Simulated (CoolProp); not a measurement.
Aqueous lithium chloride as a coolant, 24 % by mass, freezing at -62.9 °C, 1 atm.

The numbers come from the Melinder's fits for secondary coolants in CoolProp.

```json
[
 {"T (°C)": "-18", "Prandtl number": "49.2", "viscosity (mPa s)": "8.38", "cp (kJ/(kg K))": "2.899", "density (kg/m³)": "1150"},
 {"T (°C)": "-11.8", "Prandtl number": "38.4", "viscosity (mPa s)": "6.54", "cp (kJ/(kg K))": "2.940", "density (kg/m³)": "1149"},
 {"T (°C)": "-5.6", "Prandtl number": "30.5", "viscosity (mPa s)": "5.22", "cp (kJ/(kg K))": "2.982", "density (kg/m³)": "1147"},
 {"T (°C)": "0.6", "Prandtl number": "24.8", "viscosity (mPa s)": "4.26", "cp (kJ/(kg K))": "3.023", "density (kg/m³)": "1146"},
 {"T (°C)": "6.8", "Prandtl number": "20.6", "viscosity (mPa s)": "3.54", "cp (kJ/(kg K))": "3.065", "density (kg/m³)": "1144"},
 {"T (°C)": "13", "Prandtl number": "17.4", "viscosity (mPa s)": "2.99", "cp (kJ/(kg K))": "3.106", "density (kg/m³)": "1143"},
 {"T (°C)": "19.2", "Prandtl number": "15.0", "viscosity (mPa s)": "2.58", "cp (kJ/(kg K))": "3.147", "density (kg/m³)": "1141"},
 {"T (°C)": "25.5", "Prandtl number": "13.1", "viscosity (mPa s)": "2.26", "cp (kJ/(kg K))": "3.189", "density (kg/m³)": "1139"},
 {"T (°C)": "31.7", "Prandtl number": "11.6", "viscosity (mPa s)": "2.01", "cp (kJ/(kg K))": "3.230", "density (kg/m³)": "1137"}
]
```
